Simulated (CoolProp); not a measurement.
Properties of CH2F2 (R32) along the isotherm 389.7 K.

The numbers come from the reference Helmholtz-energy equation of state, Tillner-Roth 1997 in CoolProp.

```csv
p (MPa),phase,Z,conductivity (mW/(m K))
0.181,gas,0.9916,21.9
0.361,gas,0.9832,22.1
0.542,gas,0.9747,22.4
0.723,gas,0.9662,22.6
0.904,gas,0.9575,22.9
1.08,gas,0.9491,23.1
1.26,gas,0.9404,23.4
1.45,gas,0.9312,23.7
1.63,gas,0.9224,23.9
1.81,gas,0.9135,24.2
1.99,gas,0.9045,24.5
2.17,gas,0.8955,24.7
2.35,gas,0.8864,25.0
2.53,gas,0.8773,25.3
2.71,gas,0.8680,25.6
2.89,gas,0.8587,25.9
```

Thermal conductivity comes from a separate model (Huber 2003), an estimate that may be off by 10 % or more.
